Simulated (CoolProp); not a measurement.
Methanol along the isobar 0.101 MPa: density (kg/m³) from the reference equation and from simpler models built on Tc = 240.2 °C, pc = 8.216 MPa, ω = 0.565; each cubic takes its own stable root.

Model: reference Helmholtz-energy equation of state, de Reuck 1993, in CoolProp.

```
T (°C)   phase  reference
------  ------  ---------
-61.55  liquid      868.8
-41.05  liquid      848.8
-20.55  liquid      829.1
-0.05   liquid      809.8
20.45   liquid      790.6
40.95   liquid      771.3
61.45   liquid      751.4
81.95      gas      1.126
102.35     gas      1.056
122.85     gas     0.9963
143.35     gas     0.9443
163.85     gas     0.8980
```

Question: How far does each simpler model (van der Waals, Redlich-Kwong, Soave-Redlich-Kwong) lie from the reference over these 12 states: mean and median of the absolute difference, and the worst?

Answer: 
- van der Waals: mean 54.5 %, median 75.5 %, worst -99.8 % at 61.45 °C and 0.101 MPa
- Redlich-Kwong: mean 28.3 %, median 27.2 %, worst -99.8 % at 61.45 °C and 0.101 MPa
- Soave-Redlich-Kwong: mean 13.9 %, median 22.9 %, worst -24.7 % at -61.55 °C and 0.101 MPa

At some of these states van der Waals, Redlich-Kwong gives the other phase, because its saturation line lies elsewhere.
